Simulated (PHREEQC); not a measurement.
A made-up water analysis in mg/L, 13 °C, pH 7.86, pe 12.2:

```
constituent          mg/L
------------------  -----
Na                   24.2
K                   0.042
Ca                   28.2
Mg                   11.3
Cl                   56.6
S(6) as SO4          26.2
Alkalinity as HCO3     80
Si as SiO2          0.196
B                   0.111
Zn                  0.128
```

Valence states are taken as typed.

The numbers come from PHREEQC with the ion-association model, phreeqc.dat.

```
Item                            Value
--------------------  ---------------
ionic strength        0.00473 mol/kgw
specific conductance        276 µS/cm
charge-balance error           -0.9 %
```

```tsv
species	molality	activity	log γ
Cl-	0.00160	0.00148	-0.032
HCO3-	0.00128	0.00120	-0.031
Na+	0.00105	0.000978	-0.031
Ca+2	0.000680	0.000512	-0.123
Mg+2	0.000449	0.000339	-0.122
SO4-2	0.000246	0.000185	-0.124
CO2	4.49e-5	4.50e-5	0.000
```

No solid was allowed to form. Away from 25 °C the constants follow the database's enthalpies or fits; those with neither stay at their 25 °C values. The database's zinc carbonate complexes are estimates, stronger than later reviews accept.
